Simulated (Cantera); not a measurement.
A freely propagating, adiabatic, planar premixed flame of 3.55 % CH₄, 3.09 % C₂H₆, 0.569 % C₃H₈, 16.0 % O₂, 76.8 % N₂, equivalence ratio 1.3, unburnt at 375 K and 0.320 bar; mixture-averaged transport, grid criteria slope 0.08 and curve 0.16, no radiation.

Cantera simulation using GRI-Mech 3.0 (53 species, 325 reactions); the numbers are that mechanism's predictions, not measurements. Burning velocities carry a grid error of a few per cent, more on coarse grids.

**Question.** Predict: laminar burning velocity; thermal thickness; peak x(CO); peak x(CH₂CO).

**Answer.** 
| Property | Value |
|---|---|
| laminar burning velocity | 37.8 cm/s |
| thermal thickness | 1.48 mm |
| peak x(CO) | 0.0680 |
| peak x(CH₂CO) | 0.000547 |
